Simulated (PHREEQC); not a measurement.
Consider water at 25 °C with 0.0115 mol/kgw HF, 0.007 mol/kgw NH4HF2 and 0.11 mol/kgw (NH4)2SiF6. Closed to the air; pH follows from the charge balance.

All values are PHREEQC results (ion-association model, wateq4f.dat), not measurements.

No solid was allowed to form.

Problem. Estimate the pH, ionic strength, activity of water.

Solution. pH 2.75; ionic strength 0.339 mol/kgw; activity of water 0.994.

Problem. In which forms is F present?

Solution. SiF6-2 96 %, HF 2.1 %, F- 1.3 % of the F.

SiF6-2 is the database's only silicon fluoride.
